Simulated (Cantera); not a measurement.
## Equilibrium for silicon epitaxy and polysilicon growth: SiH2Cl2 + HCl + N2

Feed: 1 mol SiH2Cl2, 0.056 mol HCl, a varied amount of N2, held at 750 °C and 1 atm.

Equilibrium computed with Cantera from the NASA thermochemical tables; the gas is ideal and each condensed phase is pure. Candidate condensed phases: NH4Cl, Si, Si3N4; 28 gas species. N2 is the only nitrogen source here; it is nearly inert below about 1500 K, so the nitride shown seldom forms there in practice. Kinetics and transport are ignored.

| n(N2) (mol) | x N2 | x HCl | x H2 | x SiCl4 | x SiHCl3 | x SiCl3 | x NH3 | n Si3N4(s) |
|---|---|---|---|---|---|---|---|---|
| 18 | 0.904 | 0.0637 | 0.0213 | 0.0107 | 3.03e-5 | 4.79e-6 | 1.51e-6 | 0.264 |
| 25 | 0.929 | 0.0485 | 0.0148 | 0.00737 | 1.90e-5 | 3.62e-6 | 8.78e-7 | 0.268 |
| 31 | 0.942 | 0.0405 | 0.0116 | 0.00577 | 1.40e-5 | 3.00e-6 | 6.12e-7 | 0.271 |
| 38 | 0.952 | 0.0340 | 0.00914 | 0.00456 | 1.04e-5 | 2.51e-6 | 4.33e-7 | 0.273 |
| 44 | 0.959 | 0.0299 | 0.00770 | 0.00385 | 8.38e-6 | 2.21e-6 | 3.36e-7 | 0.275 |
| 51 | 0.964 | 0.0263 | 0.00648 | 0.00323 | 6.74e-6 | 1.94e-6 | 2.60e-7 | 0.277 |
| 57 | 0.968 | 0.0239 | 0.00568 | 0.00284 | 5.72e-6 | 1.75e-6 | 2.14e-7 | 0.278 |
| 64 | 0.971 | 0.0216 | 0.00495 | 0.00247 | 4.82e-6 | 1.58e-6 | 1.74e-7 | 0.279 |
| 70 | 0.973 | 0.0199 | 0.00445 | 0.00222 | 4.22e-6 | 1.46e-6 | 1.49e-7 | 0.280 |
| 77 | 0.976 | 0.0183 | 0.00398 | 0.00199 | 3.66e-6 | 1.34e-6 | 1.26e-7 | 0.281 |
| 84 | 0.978 | 0.0169 | 0.00358 | 0.00179 | 3.21e-6 | 1.24e-6 | 1.08e-7 | 0.282 |
| 90 | 0.979 | 0.0159 | 0.00330 | 0.00165 | 2.89e-6 | 1.16e-6 | 9.52e-8 | 0.283 |
x: gas mole fraction; n: condensed amount in mol.

From 18 mol N2 to 90 mol N2 the condensed part is Si3N4(s). The main Si-bearing gas is SiCl4 throughout. The share of Si in condensed phases is highest at 90 mol N2 (84.9 %) and lowest at 18 mol N2 (79.3 %).
